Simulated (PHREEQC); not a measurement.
Consider water at 75 °C with 0.007 mol NaHCO3, 0.2 mol KOH and 0.007 mol LiCl per kg of water. Closed to the air; pH follows from the charge balance.

Model: ion-association model, phreeqc.dat, run in PHREEQC.

This is a speciation only: nothing precipitates in the calculation.

**Question.** What pH, specific conductance, activity of water does the model give?

**Answer.** pH 11.81; specific conductance 98400 µS/cm; activity of water 0.993.

**Question.** In which forms is C present?

**Answer.** CO3-2 80 %, NaCO3- 20 %, HCO3- 0.6 % of the C.

Constants without temperature data keep their 25 °C values here.
